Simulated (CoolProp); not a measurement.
The fluid at 298.15 K and 0.318 MPa is throttled through a valve to 0.103 MPa with no heat exchange. The same conditions are run with several fluids, on thermodynamics alone (safety and materials aside).

Model: reference Helmholtz-energy equation of state of each fluid (chlorine: Thol 2021; ammonia: Gao 2020; carbonyl sulfide: Lemmon 2006; CH3F (R41): Lemmon 2006; R22: Kamei 1995), in CoolProp.

### Question
Rank chlorine, ammonia, carbonyl sulfide, CH3F (R41), R22 by temperature change (K), highest first.

### Answer
CH3F (R41) (-3.9), carbonyl sulfide (-4.4), R22 (-4.8), ammonia (-6.3), chlorine (-6.6)

```json
[
 {"fluid": "chlorine", "final density (kg/m³)": "3.06"},
 {"fluid": "ammonia", "final density (kg/m³)": "0.731"},
 {"fluid": "carbonyl sulfide", "final density (kg/m³)": "2.56"},
 {"fluid": "CH3F (R41)", "final density (kg/m³)": "1.45"},
 {"fluid": "R22", "final density (kg/m³)": "3.71"}
]
```
